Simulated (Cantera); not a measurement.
## Thermodynamics of oxide etching and cleaning by halides, feed SiO2 + Cl2 + N2

Feed: 1 mol SiO2, 41 mol Cl2, 0.57 mol N2, equilibrated at 9900 Pa.

These are equilibrium values from Cantera (NASA tables, ideal gas, pure condensed phases), not measurements of a reactor. Candidate condensed phases: Si, SiO2, Si2N2O, Si3N4; 23 gas species. The tables hold silica as quartz up to 1696 K and as liquid above; real silica turns to tridymite and cristobalite and melts near 1996 K. Kinetics and transport are ignored.

```tsv
T (°C)	x Cl2	x Cl	x N2	x SiCl4	x O2	n SiO2(α-quartz)	n SiO2(β-quartz)	n SiO2(condensed)
525	0.986	2.82e-5	0.0137	1.44e-7	1.44e-7	1.000	0	0
625	0.986	0.000225	0.0137	1.15e-6	1.14e-6	0	1.000	0
725	0.985	0.00119	0.0137	5.97e-6	5.93e-6	0	1.000	0
825	0.982	0.00465	0.0137	2.29e-5	2.27e-5	0	0.999	0
925	0.972	0.0145	0.0136	6.98e-5	6.88e-5	0	0.997	0
1025	0.948	0.0377	0.0135	0.000176	0.000173	0	0.993	0
1125	0.902	0.0845	0.0131	0.000377	0.000368	0	0.984	0
1225	0.820	0.166	0.0126	0.000694	0.000673	0	0.969	0
1325	0.698	0.288	0.0117	0.00109	0.00105	0	0.947	0
1425	0.542	0.445	0.0106	0.00146	0.00139	0	0	0.922
```
x: gas mole fraction; n: condensed amount in mol.

At 525 °C the condensed part is SiO2(α-quartz). From 625 °C to 1325 °C the condensed part is SiO2(β-quartz). At 1425 °C the condensed part is SiO2(condensed). The main Si-bearing gas is SiCl4 throughout.
